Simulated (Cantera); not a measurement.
A perfectly stirred reactor is fed with 25.4 % H2, 74.6 % O2, equivalence ratio 0.17, at 3.98 Torr; it is held at 950 K, and followed from long to short residence time.

Detailed kinetics in Cantera: GRI-Mech 3.0 (53 species, 325 reactions). Radical loss at walls, strong at low pressure, is not modelled. The temperature is held fixed by assumption; the heat of reaction is taken as removed at once.

Predict: x(H2) at τ = 9.20 s; x(O2) at τ = 9.20 s; x(H2O) at τ = 9.20 s; x(HO2) at τ = 9.20 s; x(H) at τ = 9.20 s; x(H2) at τ = 0.110 s; x(O2) at τ = 0.110 s; x(H2O) at τ = 0.110 s; x(HO2) at τ = 0.110 s; x(H) at τ = 0.110 s.


* **x(H2) at τ = 9.20 s**: 0.000910
* **x(O2) at τ = 9.20 s**: 0.709
* **x(H2O) at τ = 9.20 s**: 0.289
* **x(HO2) at τ = 9.20 s**: 4.97e-6
* **x(H) at τ = 9.20 s**: 0.000235
* **x(H2) at τ = 0.110 s**: 0.0122
* **x(O2) at τ = 0.110 s**: 0.696
* **x(H2O) at τ = 0.110 s**: 0.261
* **x(HO2) at τ = 0.110 s**: 8.65e-6
* **x(H) at τ = 0.110 s**: 0.0172
